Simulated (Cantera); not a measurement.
A closed system holds: 1 mol Si3N4, 0.027 mol C, 0.012 mol N2, at 0.133 bar.

Method: chemical equilibrium by Gibbs-energy minimisation in Cantera with the NASA 1993 tables (ideal gas, pure condensed phases). Candidate condensed phases: C, Si, SiC, Si3N4; 20 gas species. Mutual solubility and eutectic melting of coexisting phases are not modelled. Rates play no part.

Task: What share of the Si ends up in condensed phases as a function of T (°C), at 1952, 2002, 2052, 2102, 2152, 2202, 2252, 2302, 2352, 2402?

Result: 
| T (°C) | Si condensed (%) | as |
|---|---|---|
| 1952 | 99.7 | Si(l) + SiC(s) |
| 2002 | 99.5 | Si(l) + SiC(s) |
| 2052 | 99.2 | Si(l) + SiC(s) |
| 2102 | 98.7 | Si(l) + SiC(s) |
| 2152 | 98.1 | Si(l) + SiC(s) |
| 2202 | 97.0 | Si(l) + SiC(s) |
| 2252 | 95.5 | Si(l) + SiC(s) |
| 2302 | 93.3 | Si(l) |
| 2352 | 91.0 | Si(l) |
| 2402 | 87.6 | Si(l) |
